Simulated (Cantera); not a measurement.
**Equilibrium for hydrogen reduction and annealing atmospheres: Ta2O5 + H2**

Charge: 1 mol Ta2O5, a varied amount of H2, equilibrated at 1973.15 K and 10.0 Pa.

These are equilibrium values from Cantera (NASA tables, ideal gas, pure condensed phases), not measurements of a reactor. Candidate condensed phases: H2O, Ta, Ta2O5; 12 gas species. Kinetics and transport are ignored.

| n(H2) (mol) | x H2 | x H | x TaO2 | x H2O | x TaO | x OH | n Ta2O5(s) |
|---|---|---|---|---|---|---|---|
| 0.61 | 0.866 | 0.126 | 0.00457 | 0.00289 | 0.000428 | 3.98e-5 | 0.998 |
| 1.5 | 0.866 | 0.126 | 0.00457 | 0.00289 | 0.000428 | 3.98e-5 | 0.996 |
| 3.9 | 0.866 | 0.126 | 0.00457 | 0.00289 | 0.000428 | 3.98e-5 | 0.990 |
| 9.8 | 0.866 | 0.126 | 0.00457 | 0.00289 | 0.000428 | 3.98e-5 | 0.974 |
| 25 | 0.866 | 0.126 | 0.00457 | 0.00289 | 0.000428 | 3.98e-5 | 0.933 |
| 62 | 0.866 | 0.126 | 0.00457 | 0.00289 | 0.000428 | 3.98e-5 | 0.834 |
| 160 | 0.866 | 0.126 | 0.00457 | 0.00289 | 0.000428 | 3.98e-5 | 0.571 |
| 390 | 0.867 | 0.126 | 0.00436 | 0.00277 | 0.000425 | 3.82e-5 | 0 |
| 990 | 0.871 | 0.126 | 0.00155 | 0.00126 | 0.000335 | 1.73e-5 | 0 |
x: gas mole fraction; n: condensed amount in mol.

From 0.61 mol H2 to 160 mol H2 the condensed part is Ta2O5(s). From 390 mol H2 to 990 mol H2 nothing is condensed. The main Ta-bearing gas is TaO2 throughout.
